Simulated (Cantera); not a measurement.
A closed system holds: 1 mol (CH3)2SiCl2, 0.2 mol HCl, 1.3 mol H2, 0.052 mol C2H2, held at 2473.15 K and 100 Torr.

Equilibrium computed with Cantera from the NASA thermochemical tables; the gas is ideal and each condensed phase is pure. Candidate condensed phases: C, C6H6, C7H8, C8H18, Si, SiC; 109 gas species. The feed counts by its element totals alone. The tables' values for SiCl, SiCl3 are old estimates; treat these amounts as uncertain. Gases not in the tables: Si2H6 and higher silanes. Kinetics and transport are ignored.

What is the equilibrium state?


- x(H2) = 0.601
- x(HCl) = 0.274
- x(H) = 0.0474
- x(SiCl2) = 0.0424
- x(Cl) = 0.0153
- x(Si) = 0.00653
- x(C2H2 (acetylene)) = 0.00580
- x(SiCl) = 0.00395
- x(SiC2) = 0.00157
- n(C(graphite)) = 1.34 mol
- n(SiC(s)) = 0.668 mol
- gas amount = 5.798 mol
- log10 activity of Si(l) (absent) = -0.65
